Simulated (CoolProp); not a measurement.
Vapour-liquid equilibrium of R1234yf (1) + isobutane (2) at -82.55 °C; x and y are mole fractions of (1).

Model: multi-fluid Helmholtz-energy mixture model, Lemmon 2022 and Bücker 2006; pair parameters Bell 2016, in CoolProp.

```json
[
 {"x": "0.05", "bubble pressure, mixture model (MPa)": "0.002958", "bubble pressure, Raoult's law (MPa)": "0.001982", "y, mixture model": "0.402", "y, Raoult's law": "0.113"},
 {"x": "0.2", "bubble pressure, mixture model (MPa)": "0.004387", "bubble pressure, Raoult's law (MPa)": "0.002373", "y, mixture model": "___", "y, Raoult's law": "0.376"},
 {"x": "0.35", "bubble pressure, mixture model (MPa)": "___", "bubble pressure, Raoult's law (MPa)": "0.002765", "y, mixture model": "___", "y, Raoult's law": "0.565"},
 {"x": "0.5", "bubble pressure, mixture model (MPa)": "0.004828", "bubble pressure, Raoult's law (MPa)": "0.003156", "y, mixture model": "0.692", "y, Raoult's law": "0.707"},
 {"x": "0.65", "bubble pressure, mixture model (MPa)": "___", "bubble pressure, Raoult's law (MPa)": "0.003548", "y, mixture model": "___", "y, Raoult's law": "0.817"},
 {"x": "0.8", "bubble pressure, mixture model (MPa)": "___", "bubble pressure, Raoult's law (MPa)": "0.003939", "y, mixture model": "___", "y, Raoult's law": "0.906"},
 {"x": "0.95", "bubble pressure, mixture model (MPa)": "0.004664", "bubble pressure, Raoult's law (MPa)": "0.004331", "y, mixture model": "0.912", "y, Raoult's law": "0.979"}
]
```

Fill in the missing entries.


- 0.2, y, mixture model: 0.633
- 0.35, bubble pressure, mixture model (MPa): 0.004730
- 0.35, y, mixture model: 0.676
- 0.65, bubble pressure, mixture model (MPa): 0.004894
- 0.65, y, mixture model: 0.716
- 0.8, bubble pressure, mixture model (MPa): 0.004904
- 0.8, y, mixture model: 0.772

The largest gap from Raoult's law is +84.9 % in bubble pressure, at x = 0.2. y crosses x between x = 0.65 and 0.8: the model has an azeotrope there.

The pair parameters rest on a limited set of measurements; away from them the model extrapolates. With so large a gap from Raoult's law the liquid may split in two, which this calculation doesn't test in full.
